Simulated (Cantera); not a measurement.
A freely propagating, adiabatic, planar premixed flame of H2 : O2 : N2 = 1 : 0.515 : 1.94 (molar parts), equivalence ratio 0.97, unburnt at 525 K and 0.987 atm; mixture-averaged transport, grid criteria slope 0.08 and curve 0.16, no radiation.

Computed with Cantera and the H2/O2 subset of GRI-Mech 3.0, which has no nitrogen chemistry. Burning velocities carry a grid error of a few per cent, more on coarse grids.

### Question
How do the results move with these cheaper or finer settings: unity-Lewis-number transport; multicomponent transport; multicomponent+Soret transport; grid criteria slope 0.5, curve 1; grid criteria slope 0.25, curve 0.5; grid criteria slope 0.03, curve 0.06?

### Answer
```csv
setting,laminar burning velocity,thermal thickness,peak x(H),peak x(OH),grid points
as above,569 cm/s,0.446 mm,0.0532,0.0180,133
unity-Lewis-number transport,386 cm/s,0.342 mm,0.0602,0.0180,122
multicomponent transport,559 cm/s,0.443 mm,0.0529,0.0180,134
multicomponent+Soret transport,526 cm/s,0.436 mm,0.0510,0.0179,133
"grid criteria slope 0.5, curve 1",665 cm/s,0.554 mm,0.0554,0.0183,42
"grid criteria slope 0.25, curve 0.5",598 cm/s,0.485 mm,0.0541,0.0182,68
"grid criteria slope 0.03, curve 0.06",561 cm/s,0.437 mm,0.0528,0.0179,264
```
Unity Lewis numbers drop preferential diffusion, which matters most where H2 and H carry the flame; Soret adds thermal diffusion.
